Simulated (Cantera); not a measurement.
An adiabatic, constant-pressure homogeneous reactor starts with CH4 : O2 : N2 = 1 : 3.85 : 14.5 (molar parts), equivalence ratio 0.52, at 1125 K and 0.260 bar.

Cantera simulation using GRI-Mech 3.0 (53 species, 325 reactions); the numbers are that mechanism's predictions, not measurements.

Predict: time of steepest temperature rise; temperature at 2.00 s; equilibrium temperature; x(O2) at 2.00 s; x(HO2) at 2.00 s; x(O) at 2.00 s.


| Quantity | Value |
|---|---|
| time of steepest temperature rise | 0.306 s |
| temperature at 2.00 s | 2158 K |
| equilibrium temperature | 2157 K |
| x(O2) at 2.00 s | 0.0912 (gas-phase equilibrium 0.0909) |
| x(HO2) at 2.00 s | 1.96e-6 (gas-phase equilibrium 1.94e-6) |
| x(O) at 2.00 s | 0.00123 (gas-phase equilibrium 0.00122) |
